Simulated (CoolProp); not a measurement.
Saturated liquid density (kg/m³) of CH2F2 (R32): the reference equation beside estimates from Tc = 78.1 °C, pc = 5783 kPa, ω = 0.277.

Model: reference Helmholtz-energy equation of state, Tillner-Roth 1997, in CoolProp.

```
T (°C)  reference  van der Waals  Redlich-Kwong  Soave-Redlich-Kwong  Peng-Robinson
------  ---------  -------------  -------------  -------------------  -------------
-31.85       1156          594.6          864.1                901.4           1020
-24.05       1133          583.2          844.0                882.4          999.3
-16.35       1109          571.5          823.1                862.4          977.3
-8.55        1084          559.1          801.0                840.9          953.5
-0.85        1058          546.3          777.9                818.2          928.2
6.95         1031          532.5          753.1                793.5          900.6
14.65        1002          518.2          727.2                767.4          871.0
22.45       971.5          502.6          699.2                738.6          838.4
30.15       939.0          486.1          669.5                707.8          803.1
```

Absolute difference from the reference over all 9 rows, mean and median: van der Waals 48.4 and 48.4 %, Redlich-Kwong 26.7 and 26.5 %, Soave-Redlich-Kwong 22.9 and 22.7 %, Peng-Robinson 12.6 and 12.3 %.
